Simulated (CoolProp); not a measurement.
Vapour-liquid equilibrium of toluene (1) + ethylbenzene (2) at 0.186 MPa; x and y are mole fractions of (1).

Model: multi-fluid Helmholtz-energy mixture model, Lemmon 2006 and Zhou 2012; pair parameters Bell 2016, in CoolProp.

| x | bubble temperature, mixture model (K) | bubble temperature, Raoult's law (K) | y, mixture model | y, Raoult's law |
|---|---|---|---|---|
| 0.05 | 431.7 | 431.7 | … | 0.089 |
| 0.125 | 429.2 | 429.1 | 0.203 | 0.211 |
| 0.2 | 426.9 | 426.7 | 0.308 | 0.321 |
| 0.275 | … | 424.4 | 0.402 | 0.418 |
| 0.35 | 422.6 | 422.1 | 0.488 | 0.506 |
| 0.425 | … | 420.0 | 0.568 | 0.586 |
| 0.5 | … | 418.0 | … | 0.658 |
| 0.575 | 416.7 | 416.1 | 0.710 | 0.723 |
| 0.65 | 414.9 | 414.3 | 0.773 | 0.783 |
| 0.725 | … | 412.5 | 0.831 | 0.837 |
| 0.8 | … | 410.8 | 0.884 | 0.887 |
| 0.875 | 409.4 | 409.2 | 0.932 | 0.932 |
| 0.95 | 407.7 | 407.6 | 0.974 | 0.974 |

### Question
What belongs in the gaps?

### Answer

- 0.05, y, mixture model: 0.087
- 0.275, bubble temperature, mixture model (K): 424.7
- 0.425, bubble temperature, mixture model (K): 420.6
- 0.5, bubble temperature, mixture model (K): 418.6
- 0.5, y, mixture model: 0.642
- 0.725, bubble temperature, mixture model (K): 413.0
- 0.8, bubble temperature, mixture model (K): 411.2

The largest gap from Raoult's law is +0.6 K in bubble temperature, at x = 0.575. No azeotrope shows between x = 0.05 and 0.95.

The pair parameters rest on a limited set of measurements; away from them the model extrapolates.
